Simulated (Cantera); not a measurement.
An adiabatic, constant-volume homogeneous reactor starts with CH4 : O2 : N2 = 1 : 2.3 : 8.64 (molar parts), equivalence ratio 0.87, at 1148 K and 10.0 bar. Integrator tolerance rtol = 1e-08.

Detailed kinetics in Cantera: GRI-Mech 3.0 (53 species, 325 reactions).

What does this change do: CH4 1 to 0.52 parts?


```
quantity                                                            before                                    after
---------------------------------  ---------------------------------------  ---------------------------------------
time of steepest temperature rise                                  8.28 ms                                  6.54 ms
temperature at 6.00 s                                               2899 K                                   2322 K
equilibrium temperature                                             2899 K                                   2322 K
x(CH4) at 6.00 s                     <1e-12 (gas-phase equilibrium <1e-12)    <1e-12 (gas-phase equilibrium <1e-12)
x(O2) at 6.00 s                      0.0255 (gas-phase equilibrium 0.0255)      0.103 (gas-phase equilibrium 0.103)
x(H2O) at 6.00 s                       0.151 (gas-phase equilibrium 0.151)    0.0890 (gas-phase equilibrium 0.0890)
x(NO2) at 6.00 s                   1.52e-5 (gas-phase equilibrium 1.52e-5)  3.86e-5 (gas-phase equilibrium 3.86e-5)
x(N2O) at 6.00 s                   3.75e-6 (gas-phase equilibrium 3.75e-6)  2.74e-6 (gas-phase equilibrium 2.74e-6)
x(C2H4) at 6.00 s                    <1e-12 (gas-phase equilibrium <1e-12)    <1e-12 (gas-phase equilibrium <1e-12)
```

What does this change do: pressure from 10.0 bar to 19.0 bar?


```
quantity                                                            before                                    after
---------------------------------  ---------------------------------------  ---------------------------------------
time of steepest temperature rise                                  8.28 ms                                  4.05 ms
temperature at 6.00 s                                               2899 K                                   2936 K
equilibrium temperature                                             2899 K                                   2936 K
x(CH4) at 6.00 s                     <1e-12 (gas-phase equilibrium <1e-12)    <1e-12 (gas-phase equilibrium <1e-12)
x(O2) at 6.00 s                      0.0255 (gas-phase equilibrium 0.0255)    0.0243 (gas-phase equilibrium 0.0243)
x(H2O) at 6.00 s                       0.151 (gas-phase equilibrium 0.151)      0.153 (gas-phase equilibrium 0.153)
x(NO2) at 6.00 s                   1.52e-5 (gas-phase equilibrium 1.52e-5)  2.05e-5 (gas-phase equilibrium 2.05e-5)
x(N2O) at 6.00 s                   3.75e-6 (gas-phase equilibrium 3.75e-6)  5.33e-6 (gas-phase equilibrium 5.33e-6)
x(C2H4) at 6.00 s                    <1e-12 (gas-phase equilibrium <1e-12)    <1e-12 (gas-phase equilibrium <1e-12)
```
The pressure lies above the range GRI-Mech 3.0 was tuned for (to about 10 atm).
